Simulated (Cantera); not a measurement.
A Cantera script and what it prints.

```python
import numpy as np
import cantera as ct

gas_names = [...]  # 123 gases of nasa_gas.yaml made of C, H, O, Si
cond_names = """
    C(gr) C6H6(L) C7H8(L) C8H18(L),n-octa H2O(s) H2O(L) Si(cr) Si(L) SiC(b) SiO2(Lqz) SiO2(hqz) SiO2(L)
""".split()


# ... load() reads the species with a 1 bar reference pressure and builds the phases ...
atoms = {
    'SiC': {'Si': 1, 'C': 1},
    'H2O': {'H': 2, 'O': 1},
    'H2': {'H': 2},
}
top_T = {'C(gr)': 4500, 'SiC(b)': 3050}  # K; cautious upper limits of use, not melting points


# ... equilibrate(T, P, feed) seeds the gas with the atoms and calls Mixture.equilibrate('TP', solver="vcs", rtol=1e-11, max_steps=5000) ...
results = []
T = 1573  # K
P = 21  # Pa
for m in [36, 170, 300, 430, 560, 690, 830]:
    feed = {'SiC': 1, 'H2O': 1.7, 'H2': m}  # mol
    mix = equilibrate(T, P, feed)
    results.append((T, P, feed, dict(zip(mix.species_names, mix.species_moles))))

top = {s: max(r[3][s] / sum(r[3][g] for g in gas_names) for r in results) for s in gas_names}
cols = sorted((s for s in top if top[s] > 1e-05), key=lambda s: -top[s])[:8]
seen = [c for c in cond_names if any(r[3].get(c, 0) > 1e-12 for r in results)]
print("log10 of partial pressures in bar; condensed amounts in mol")
print(f"{'n(H2)':>10s}" + "".join(f"{s[:9]:>10s}" for s in cols + seen))
for T, P, feed, n in results:
    ng = sum(n[g] for g in gas_names)
    print(f"{feed['H2']:10.4g}" + "".join(f"{np.log10(max(n[s] / ng * P / 1e5, 1e-99)):10.3f}" for s in cols)
          + "".join(f"{n.get(c, 0):10.4g}" for c in seen))
```

Result:

```
log10 of partial pressures in bar; condensed amounts in mol
     n(H2)        H2        CO       SiO         H        Si    SiC(b)
        36    -3.698    -5.344    -5.345    -6.240    -7.989     0.149
       170    -3.683    -5.986    -5.990    -6.232    -7.991    0.1455
       300    -3.681    -6.227    -6.235    -6.232    -7.992    0.1422
       430    -3.681    -6.380    -6.392    -6.231    -7.994    0.1389
       560    -3.680    -6.493    -6.507    -6.231    -7.996    0.1356
       690    -3.680    -6.581    -6.599    -6.231    -7.997    0.1324
       830    -3.680    -6.659    -6.681    -6.231    -7.999    0.1289
```

Equilibrium computed with Cantera from the NASA thermochemical tables; the gas is ideal and each condensed phase is pure.
